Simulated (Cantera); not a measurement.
An isothermal plug-flow reactor at 1075 K and 3.10 bar (inlet), inlet velocity 0.11 m/s, active area per volume 770 1/m; feed CH4 : O2 : N2 = 0.0061 : 0.082 : 0.79 (molar parts), equivalence ratio 0.15.

Cantera simulation using Deutschmann's 1995 Pt surface mechanism with GRI-Mech 3.0 gas chemistry; the numbers are that mechanism's predictions, not measurements. Catalytic surfaces can have several steady states; this one follows from the mechanism file's or the stated starting coverage. Mass transfer to the wall is taken as infinitely fast.

Predict: x(CH4) at z = 0.0046 m; x(O2) at z = 0.0046 m; x(H2O) at z = 0.0046 m; x(CO2) at z = 0.0046 m; x(CO) at z = 0.0046 m; θ(free Pt) at the exit; θ(O*) at the exit; θ(OH*) at the exit.


| Item | Value |
|---|---|
| x(CH4) at z = 0.0046 m | 0.000260 |
| x(O2) at z = 0.0046 m | 0.0802 |
| x(H2O) at z = 0.0046 m | 0.0132 |
| x(CO2) at z = 0.0046 m | 0.00657 |
| x(CO) at z = 0.0046 m | 4.75e-7 |
| θ(free Pt) at the exit | 0.225 |
| θ(O*) at the exit | 0.772 |
| θ(OH*) at the exit | 0.00298 |
